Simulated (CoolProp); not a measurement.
n-perfluorohexane along the isotherm -17.35 °C: fugacity coefficient from the reference equation and from simpler models built on Tc = 174.9 °C, pc = 1.742 MPa, ω = 0.497; each cubic takes its own stable root.

Values from CoolProp's reference Helmholtz-energy equation of state, Gao 2022.

```tsv
p (MPa)	phase	reference
0.0551	liquid	0.05591
0.0979	liquid	0.03158
0.174	liquid	0.01789
0.31	liquid	0.01016
0.551	liquid	0.005841
0.979	liquid	0.003414
1.74	liquid	0.002055
3.1	liquid	0.001300
5.51	liquid	0.0009041
9.79	liquid	0.0007397
17.4	liquid	0.0008049
```

Task: How far does each simpler model (van der Waals, Soave-Redlich-Kwong, Peng-Robinson) lie from the reference over these 11 states: mean and median of the absolute difference, and the worst?

Result: 
- van der Waals: mean 4266.1 %, median 3508.7 %, worst +9995.7 % at -17.35 °C and 17.4 MPa
- Soave-Redlich-Kwong: mean 6.1 %, median 2.3 %, worst +26.5 % at -17.35 °C and 17.4 MPa
- Peng-Robinson: mean 8.9 %, median 8.3 %, worst +12.2 % at -17.35 °C and 17.4 MPa

At some of these states van der Waals gives the other phase, because its saturation line lies elsewhere.
